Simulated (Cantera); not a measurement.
Input (Python, Cantera) and output of one run.

```python
import numpy as np
import cantera as ct

gas_names = """
    H HNO HNO2 HNO3 HO2 H2 H2O H2O2 N NH NH2 NH3 NH2OH NO NO2 NO3 N2 N2H2 N2H4 N2O O OH O2 O3 Si SiH
    SiH2 SiH3 SiH4 SiN SiO SiO2 Si2 Si2N Si3
""".split()
cond_names = """
    H2O(s) H2O(L) Si(cr) Si(L) SiO2(Lqz) SiO2(hqz) SiO2(L) Si2N2O(s) Si3N4(a)
""".split()


# ... load() reads the species with a 1 bar reference pressure and builds the phases ...
atoms = {
    'Si': {'Si': 1},
    'O2': {'O': 2},
    'H2': {'H': 2},
    'N2O': {'N': 2, 'O': 1},
}
top_T = {'Si2N2O(s)': 2100, 'Si3N4(a)': 2400}  # K; cautious upper limits of use, not melting points


# ... equilibrate(T, P, feed) seeds the gas with the atoms and calls Mixture.equilibrate('TP', solver="vcs", rtol=1e-11, max_steps=5000) ...
results = []
feed = {'Si': 1, 'O2': 0.0029, 'H2': 760, 'N2O': 1.9}  # mol
T = 1800  # K
P = 133.322  # Pa
mix = equilibrate(T, P, feed)
results.append((T, P, feed, dict(zip(mix.species_names, mix.species_moles))))
print(gas.report(threshold=1e-05))
for i in range(1, mix.n_phases):
    print(f"{mix.phase(i).name:16s} {mix.phase_moles(i):12.5e} mol")
```

Output:

```
       temperature   1800 K
          pressure   133.32 Pa
           density   1.9103e-05 kg/m^3
  mean mol. weight   2.1444 kg/kmol
   phase of matter   gas

                          1 kg             1 kmol
                     ---------------   ---------------
          enthalpy        2.2295e+07         4.781e+07  J
   internal energy        1.5316e+07        3.2844e+07  J
           entropy        1.1226e+05        2.4074e+05  J/K
    Gibbs function       -1.7978e+08       -3.8552e+08  J
 heat capacity c_p             15578             33405  J/K
 heat capacity c_v             11701             25091  J/K

                      mass frac. Y      mole frac. X     chem. pot. / RT
                     ---------------   ---------------   ---------------
                 H         0.0045755         0.0097337           -12.892
                H2           0.92631            0.9853           -25.785
               H2O         0.0099195         0.0011808           -56.538
                N2          0.032377         0.0024784           -39.211
               SiO          0.026816         0.0013044           -49.255
     [  +30 minor]        6.3495e-06        7.8749e-07

Si(L)             0.00000e+00 mol
SiO2(L)           0.00000e+00 mol
Si2N2O(s)         0.00000e+00 mol
Si3N4(a)          0.00000e+00 mol
```

Method: chemical equilibrium by Gibbs-energy minimisation in Cantera with the NASA 1993 tables (ideal gas, pure condensed phases).
